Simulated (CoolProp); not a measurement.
Vapour-liquid equilibrium of R13 (1) + isobutane (2) at 5.45 bar; x and y are mole fractions of (1).

Values from CoolProp's multi-fluid Helmholtz-energy mixture model, Platzer 1990 and Bücker 2006; pair parameters Bell 2016. This equation is an older, rougher fit; its heat capacities, sound speeds and derivatives of the liquid may be far off and weren't checked against measurements.

```json
[
 {"x": "0.05", "bubble temperature, mixture model (°C)": "25.2", "bubble temperature, Raoult's law (°C)": "27.4", "y, mixture model": "0.349", "y, Raoult's law": "0.345"},
 {"x": "0.2", "bubble temperature, mixture model (°C)": "-5.1", "bubble temperature, Raoult's law (°C)": "1.7", "y, mixture model": "0.774", "y, Raoult's law": "0.755"},
 {"x": "0.35", "bubble temperature, mixture model (°C)": "-19.4", "bubble temperature, Raoult's law (°C)": "-13.4", "y, mixture model": "0.885", "y, Raoult's law": "0.887"},
 {"x": "0.5", "bubble temperature, mixture model (°C)": "-27.4", "bubble temperature, Raoult's law (°C)": "-23.5", "y, mixture model": "0.929", "y, Raoult's law": "0.943"},
 {"x": "0.65", "bubble temperature, mixture model (°C)": "-32.8", "bubble temperature, Raoult's law (°C)": "-31.0", "y, mixture model": "0.955", "y, Raoult's law": "0.971"},
 {"x": "0.8", "bubble temperature, mixture model (°C)": "-37.2", "bubble temperature, Raoult's law (°C)": "-36.8", "y, mixture model": "0.975", "y, Raoult's law": "0.988"},
 {"x": "0.95", "bubble temperature, mixture model (°C)": "-41.4", "bubble temperature, Raoult's law (°C)": "-41.5", "y, mixture model": "0.993", "y, Raoult's law": "0.998"}
]
```

The largest gap from Raoult's law is -6.8 K in bubble temperature, at x = 0.2. No azeotrope shows between x = 0.05 and 0.95.

The pair parameters rest on a limited set of measurements; away from them the model extrapolates.
